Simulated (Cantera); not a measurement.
**Pyrogenic steam for wet oxidation**

An isothermal, constant-pressure homogeneous reactor starts with 7.28 % H₂, 22.1 % O₂, 70.6 % N₂, equivalence ratio 0.17, at 1250 K and 100.0 Torr.

Computed with Cantera and GRI-Mech 3.0 (53 species, 325 reactions). The temperature is held fixed by assumption; the heat of reaction is taken as removed at once.

```tsv
t (s)	x H₂	x O₂	x NO₂	x O	x NO
2.00e-5	0.0728	0.221	<1e-12	3.22e-9	<1e-12
0.000126	0.0728	0.221	<1e-12	1.71e-6	<1e-12
0.000795	0.00293	0.184	2.72e-10	0.0139	2.73e-6
0.00501	0.000156	0.191	4.23e-9	0.000663	3.91e-6
0.0316	4.25e-6	0.191	1.65e-8	1.94e-5	3.91e-6
0.199	3.11e-7	0.191	1.16e-8	1.54e-6	3.91e-6
1.26	4.06e-8	0.191	1.08e-8	2.08e-7	3.91e-6
7.93	1.66e-8	0.191	1.81e-8	8.44e-8	3.91e-6
50.0	1.64e-8	0.191	1.82e-8	8.35e-8	3.91e-6
```
x: mole fraction; the columns are a selection and need not sum to one.

Equilibrium at this temperature and pressure: H₂ 1.64e-8, O₂ 0.191, NO₂ 1.22e-6, O 8.34e-8, NO 0.000261 (gas phase only).
